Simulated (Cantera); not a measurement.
Input: 1 mol Si, 1.4 mol NF3, 3.2 mol N2, equilibrated at 6.20 Pa.

These are equilibrium values from Cantera (NASA tables, ideal gas, pure condensed phases), not measurements of a reactor. Candidate condensed phases: Si, Si3N4; 16 gas species. The numbers say what is thermodynamically allowed, not how fast it happens.

Q: At 850 K, list the 4 most abundant gas species with their mole fractions, and the condensed phases.

A: N2 0.765, SiF4 0.196, F 0.0386, F2 0.000314. Condensed: gas only.
